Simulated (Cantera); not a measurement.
## NO annealing gas

An isothermal, constant-pressure homogeneous reactor starts with 45.4 % NO, 54.5 % N2, 0.136 % H2O, at 1850 K and 11.3 Torr.

Computed with Cantera and GRI-Mech 3.0 (53 species, 325 reactions). Radical loss at walls, strong at low pressure, is not modelled.

```csv
t (s),x NO,x NO2,x N2O,x N2,x O2
2.00e-6,0.454,<1e-12,2.21e-9,0.545,<1e-12
7.46e-6,0.454,<1e-12,8.25e-9,0.545,<1e-12
2.78e-5,0.454,5.10e-12,3.07e-8,0.545,2.03e-12
0.000104,0.454,7.09e-11,1.15e-7,0.545,2.80e-11
0.000386,0.454,9.99e-10,4.26e-7,0.545,3.87e-10
0.00144,0.454,1.46e-8,1.58e-6,0.545,5.36e-9
0.00537,0.454,2.32e-7,5.74e-6,0.545,8.12e-8
0.0200,0.454,3.28e-6,1.94e-5,0.545,2.15e-6
0.0746,0.454,5.68e-6,4.72e-5,0.545,6.07e-5
0.278,0.453,4.56e-6,4.30e-5,0.545,0.000410
1.04,0.450,9.29e-6,4.86e-5,0.546,0.00176
3.86,0.439,1.96e-5,5.24e-5,0.552,0.00708
14.4,0.396,3.79e-5,4.34e-5,0.573,0.0286
53.7,0.246,4.68e-5,1.54e-5,0.648,0.104
200,0.0415,1.13e-5,4.27e-7,0.751,0.206
```
x: mole fraction; the columns are a selection and need not sum to one.

Equilibrium at this temperature and pressure: NO 0.00502, NO2 1.44e-6, N2O 3.47e-8, N2 0.769, O2 0.224 (gas phase only).
